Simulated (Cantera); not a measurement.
Feed: 1 mol TEOS, 2.7 mol NO, 16 mol H2, equilibrated at 8.25 Torr.

These are equilibrium values from Cantera (NASA tables, ideal gas, pure condensed phases), not measurements of a reactor. Candidate condensed phases: C, C6H6, C7H8, C8H18, H2O, Si, SiC, SiO2, Si2N2O, Si3N4; 151 gas species. The feed counts by its element totals alone. The tables hold silica as quartz up to 1696 K and as liquid above; real silica turns to tridymite and cristobalite and melts near 1996 K. Kinetics and transport are ignored.

Question: Which condensed phases are stable at each of these points (T (°C)): 702, 752, 802, 852, 902, 952, 1002, 1052, 1102, 1152, 1202, 1252, 1302?

Answer: 
```csv
T (°C),condensed phases,Si condensed (%)
702,C(graphite) + SiO2(β-quartz),100.0
752,C(graphite) + SiO2(β-quartz),100.0
802,C(graphite) + SiO2(β-quartz),100.0
852,C(graphite) + SiO2(β-quartz),100.0
902,C(graphite) + SiO2(β-quartz),100.0
952,C(graphite) + SiO2(β-quartz),100.0
1002,C(graphite) + Si2N2O(s),100.0
1052,C(graphite) + Si2N2O(s),100.0
1102,C(graphite) + Si2N2O(s),99.9
1152,C(graphite) + Si2N2O(s),99.5
1202,C(graphite) + SiC(s),98.8
1252,C(graphite) + SiC(s),98.5
1302,C(graphite) + SiC(s),98.2
```

From 702 °C to 952 °C the condensed part is C(graphite) + SiO2(β-quartz). From 1002 °C to 1152 °C the condensed part is C(graphite) + Si2N2O(s). From 1202 °C to 1302 °C the condensed part is C(graphite) + SiC(s).
